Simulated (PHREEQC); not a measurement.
PHREEQC input (ion-association model, wateq4f.dat):

```
SOLUTION_MASTER_SPECIES
  An  An-  0  An  62.0  # stands for a non-complexing anion
SOLUTION_SPECIES
  An- = An-
    -log_k 0
    -gamma 3.0 0
PHASES
  Fix_H+
    H+ = H+
    -log_k 0
SOLUTION 1
  temp 25
  units mmol/kgw
  pH 7 charge
  Cl 0.156
  Ba 0.078
  S(6) 0.015
  Ag 0.03
  Na 300
  An 300
END
SELECTED_OUTPUT 1
  -reset false
  -pH true
  -pe true
  -ionic_strength true
  -water true
  -totals Ag Ba Cl Na S S(-2) S(6)
  -molalities Hfo_wOH Hfo_wOH2+ Hfo_wO- Hfo_sOH Hfo_sOH2+ Hfo_sO- Hfo_wSO4- Hfo_wOHSO4-2 Hfo_sOAg Hfo_wOAg
    Hfo_sOHBa+2 Hfo_wOBa+
  -saturation_indices Barite Cerargyrite Ag2O Ag2SO4 Halite Mirabilite
USER_PUNCH 1
  -headings sigma psi
  10 PUNCH EDL("sigma", "Hfo"), EDL("psi", "Hfo")
PRINT
  -reset false
USE solution 1
SURFACE 1
  Hfo_wOH 3.37079e-05 600 0.015
  Hfo_sOH 8.42697e-07
EQUILIBRIUM_PHASES 1
  Fix_H+ -4 HAn 10
    -force_equality true
  O2(g) -0.68 10
END
# ... the last block is repeated for the other 12 points of pH, with NaOH or the acid as the point needs
```

Selected output (columns that matter, 13 of 13 rows; pH added in front):

```
pH	mu	Ag	Ba	Na	S	m_Hfo_wOH	m_Hfo_wOH2+	si_Barite	si_Cerargyrite	si_Ag2O	si_Halite	si_Mirabilite	sigma	psi
4	0.30041	3e-05	7.8e-05	0.3	1.2897e-05	1.4451e-06	3.0158e-05	-0.3574	1.0538	-14.009	-6.2289	-5.8877	0.30745	0.11657
4.67	0.30031	2.9998e-05	7.8e-05	0.3	1.3386e-05	4.9415e-06	2.7132e-05	-0.3403	1.0538	-12.669	-6.2288	-5.8706	0.27641	0.11124
5.33	0.30028	2.9977e-05	7.7999e-05	0.3	1.4167e-05	1.1386e-05	2.1349e-05	-0.3155	1.0535	-11.35	-6.2288	-5.8457	0.21957	0.099796
6	0.30028	2.9858e-05	7.7996e-05	0.3	1.4754e-05	1.8208e-05	1.4736e-05	-0.2979	1.0518	-10.013	-6.2288	-5.8281	0.15123	0.081746
6.67	0.30027	2.9547e-05	7.7984e-05	0.3	1.4955e-05	2.2779e-05	9.6413e-06	-0.292	1.0473	-8.6821	-6.2287	-5.8222	0.090635	0.058765
7.33	0.30027	2.9265e-05	7.796e-05	0.3	1.4994e-05	2.5056e-05	6.3191e-06	-0.291	1.0432	-7.3705	-6.2286	-5.821	0.044222	0.033024
8	0.30027	2.9023e-05	7.7917e-05	0.3	1.4999e-05	2.5678e-05	4.1083e-06	-0.2911	1.0397	-6.0378	-6.2285	-5.8209	0.0063677	0.0050812
8.67	0.30028	2.8256e-05	7.782e-05	0.30001	1.5e-05	2.4572e-05	2.4875e-06	-0.2917	1.0282	-4.7213	-6.2282	-5.8208	-0.029464	-0.022794
9.33	0.3003	2.574e-05	7.7448e-05	0.30004	1.5e-05	2.0373e-05	1.1588e-06	-0.2938	0.988	-3.4834	-6.2273	-5.8208	-0.067404	-0.047025
10	0.30042	2.1262e-05	7.6082e-05	0.30017	1.5e-05	1.1823e-05	2.714e-07	-0.3017	0.9043	-2.3139	-6.2256	-5.8205	-0.10095	-0.063349
10.67	0.30096	1.8164e-05	7.4297e-05	0.30072	1.5e-05	4.1521e-06	2.6627e-08	-0.3129	0.8267	-1.1312	-6.2238	-5.8195	-0.11801	-0.070221
11.33	0.30342	1.7669e-05	7.3275e-05	0.30318	1.5e-05	1.0995e-06	1.6895e-09	-0.323	0.7608	0.056	-6.22	-5.8152	-0.12476	-0.072558
12	0.31506	2.0933e-05	7.1683e-05	0.31484	1.5e-05	2.9886e-07	1.0845e-10	-0.3516	0.5114	0.8961	-6.2041	-5.7951	-0.13441	-0.075114
```

Along this series the solution becomes supersaturated in solids that the run did not let form, among them Cerargyrite, Ag2O. Complexes and solids missing from the database can't appear.
